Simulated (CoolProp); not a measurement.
A single-stage vapour-compression cycle with R142b: evaporating at 223.15 K (dew point), condensing at 272.15 K (bubble point), superheat 0 K, subcooling 8 K, compressor efficiency 0.7, no pressure losses. Each further row changes one setting.

Values from CoolProp's reference Helmholtz-energy equation of state, Lemmon 2006. It is a short technical equation, of lower accuracy than the large ones.

| case | cooling COP | pressure ratio | discharge temperature (K) | refrigerating effect (kJ/kg) | volumetric capacity (kJ/m³) |
|---|---|---|---|---|---|
| as stated | 2.83 | 10.3 | 314.9 | 196 | 144 |
| evaporating temperature 228.15 K | 3.28 | 7.72 | 308.9 | 199 | 193 |
| condensing temperature 267.15 K | 3.21 | 8.53 | 307.1 | 202 | 149 |
| subcooling 13 K | 2.92 | 10.3 | 314.9 | 202 | 149 |
| superheat 10 K | 2.81 | 10.3 | 326.3 | 203 | 143 |
| compressor efficiency 0.6 | 2.43 | 10.3 | 327.9 | 196 | 144 |
